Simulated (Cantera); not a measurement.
**Thermodynamics of hydrogen reduction and annealing atmospheres, feed ZrO2 + H2 + N2**

Charge: 1 mol ZrO2, 11 mol H2, 0.83 mol N2, held at 0.000910 bar.

Cantera equilibrium calculation (NASA polynomials, part measured and part estimated; ideal gas, pure solids and liquids). Candidate condensed phases: H2O, Zr, ZrN, ZrO2; 28 gas species. Mutual solubility and eutectic melting of coexisting phases are not modelled. ZrN: taken at fixed stoichiometry. Condensed phases not in the tables: solid solutions among these carbides, nitrides and lower oxides. Equilibrium is a limit: real reactors are often held back by kinetics, nucleation or transport.

From 1798 K to 1948 K the condensed part is ZrO2(tetragonal). From 1973 K to 2023 K the condensed part is ZrN(s) + ZrO2(tetragonal). From 2048 K to 2123 K the condensed part is ZrO2(tetragonal). The main Zr-bearing gas is ZrO throughout.

```json
[
 {"T (K)": "1798", "x H2": "0.919", "x H": "0.0112", "x N2": "0.0698", "x ZrO": "1.26e-8", "x H2O": "9.93e-6", "x OH": "7.95e-9", "x ZrO2": "1.92e-10", "x Zr": "9.08e-12", "n ZrO2(tetragonal)": "1.000", "n ZrN(s)": "0"},
 {"T (K)": "1823", "x H2": "0.917", "x H": "0.0138", "x N2": "0.0697", "x ZrO": "2.60e-8", "x H2O": "1.10e-5", "x OH": "1.14e-8", "x ZrO2": "3.92e-10", "x Zr": "2.19e-11", "n ZrO2(tetragonal)": "1.000", "n ZrN(s)": "0"},
 {"T (K)": "1848", "x H2": "0.914", "x H": "0.0168", "x N2": "0.0696", "x ZrO": "5.30e-8", "x H2O": "1.20e-5", "x OH": "1.63e-8", "x ZrO2": "7.85e-10", "x Zr": "5.18e-11", "n ZrO2(tetragonal)": "1.000", "n ZrN(s)": "0"},
 {"T (K)": "1873", "x H2": "0.910", "x H": "0.0204", "x N2": "0.0694", "x ZrO": "1.06e-7", "x H2O": "1.32e-5", "x OH": "2.30e-8", "x ZrO2": "1.54e-9", "x Zr": "1.19e-10", "n ZrO2(tetragonal)": "1.000", "n ZrN(s)": "0"},
 {"T (K)": "1898", "x H2": "0.906", "x H": "0.0247", "x N2": "0.0693", "x ZrO": "2.07e-7", "x H2O": "1.44e-5", "x OH": "3.21e-8", "x ZrO2": "2.97e-9", "x Zr": "2.69e-10", "n ZrO2(tetragonal)": "1.000", "n ZrN(s)": "0"},
 {"T (K)": "1923", "x H2": "0.901", "x H": "0.0296", "x N2": "0.0691", "x ZrO": "3.98e-7", "x H2O": "1.57e-5", "x OH": "4.44e-8", "x ZrO2": "5.64e-9", "x Zr": "5.94e-10", "n ZrO2(tetragonal)": "1.000", "n ZrN(s)": "0"},
 {"T (K)": "1948", "x H2": "0.896", "x H": "0.0354", "x N2": "0.0689", "x ZrO": "7.52e-7", "x H2O": "1.70e-5", "x OH": "6.09e-8", "x ZrO2": "1.05e-8", "x Zr": "1.29e-9", "n ZrO2(tetragonal)": "1.000", "n ZrN(s)": "0"},
 {"T (K)": "1973", "x H2": "0.889", "x H": "0.0422", "x N2": "0.0687", "x ZrO": "1.40e-6", "x H2O": "1.84e-5", "x OH": "8.28e-8", "x ZrO2": "1.93e-8", "x Zr": "2.73e-9", "n ZrO2(tetragonal)": "1.000", "n ZrN(s)": "0.000103"},
 {"T (K)": "1998", "x H2": "0.882", "x H": "0.0499", "x N2": "0.0684", "x ZrO": "2.56e-6", "x H2O": "1.98e-5", "x OH": "1.12e-7", "x ZrO2": "3.48e-8", "x Zr": "5.68e-9", "n ZrO2(tetragonal)": "1.000", "n ZrN(s)": "0.000105"},
 {"T (K)": "2023", "x H2": "0.873", "x H": "0.0588", "x N2": "0.0681", "x ZrO": "4.62e-6", "x H2O": "2.13e-5", "x OH": "1.49e-7", "x ZrO2": "6.19e-8", "x Zr": "1.16e-8", "n ZrO2(tetragonal)": "1.000", "n ZrN(s)": "0.000102"},
 {"T (K)": "2048", "x H2": "0.863", "x H": "0.0690", "x N2": "0.0677", "x ZrO": "8.22e-6", "x H2O": "2.28e-5", "x OH": "1.98e-7", "x ZrO2": "1.09e-7", "x Zr": "2.33e-8", "n ZrO2(tetragonal)": "1.000", "n ZrN(s)": "0"},
 {"T (K)": "2073", "x H2": "0.852", "x H": "0.0805", "x N2": "0.0673", "x ZrO": "1.44e-5", "x H2O": "2.42e-5", "x OH": "2.60e-7", "x ZrO2": "1.88e-7", "x Zr": "4.61e-8", "n ZrO2(tetragonal)": "1.000", "n ZrN(s)": "0"},
 {"T (K)": "2098", "x H2": "0.840", "x H": "0.0935", "x N2": "0.0669", "x ZrO": "2.49e-5", "x H2O": "2.57e-5", "x OH": "3.40e-7", "x ZrO2": "3.20e-7", "x Zr": "8.98e-8", "n ZrO2(tetragonal)": "1.000", "n ZrN(s)": "0"},
 {"T (K)": "2123", "x H2": "0.826", "x H": "0.108", "x N2": "0.0664", "x ZrO": "3.42e-5", "x H2O": "3.38e-5", "x OH": "5.48e-7", "x ZrO2": "5.40e-7", "x Zr": "1.11e-7", "n ZrO2(tetragonal)": "1.000", "n ZrN(s)": "0"}
]
```
x: gas mole fraction; n: condensed amount in mol.
